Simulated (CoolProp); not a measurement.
Vapour-liquid equilibrium of R134a (1) + R141b (2) at 0.273 MPa; x and y are mole fractions of (1).

Values from CoolProp's multi-fluid Helmholtz-energy mixture model, Tillner-Roth 1994 and Lemmon 2006; pair parameters Bell 2016.

**Question.** Give the bubble temperature and the first vapour's composition at x = 0.05, 0.5, 0.65. Is there an azeotrope?

**Answer.** x = 0.05: 51.6 °C, y = 0.314; x = 0.5: 10.3 °C, y = 0.898; x = 0.65: 5.9 °C, y = 0.932. No azeotrope shows between x = 0.05 and 0.95.

Pair parameters are fitted to limited data, so mixtures are less certain than the pure fluids.
